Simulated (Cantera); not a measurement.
Input: 1 mol SiO2, 17 mol HF, 17 mol H2, held at 1648.15 K and 13300 Pa.

Equilibrium computed with Cantera from the NASA thermochemical tables; the gas is ideal and each condensed phase is pure. Candidate condensed phases: H2O, Si, SiO2; 38 gas species. The tables' values for SiF3 are old estimates; treat these amounts as uncertain. The tables hold silica as quartz up to 1696 K and as liquid above; real silica turns to tridymite and cristobalite and melts near 1996 K. The numbers say what is thermodynamically allowed, not how fast it happens.

Problem. What is the equilibrium state?

Solution. 
```
Property                              Result
--------------------------------  ----------
x(H2)                                  0.514
x(HF)                                  0.401
x(H2O)                                0.0568
x(SiF4)                               0.0281
x(SiF3)                             0.000267
x(H)                                0.000175
x(SiHF3)                             4.65e-5
x(SiO)                               5.68e-6
x(SiF2)                              1.14e-6
n(SiO2(β-quartz))                 0.0608 mol
gas amount                         33.07 mol
log10 activity of Si(s) (absent)       -7.80
```
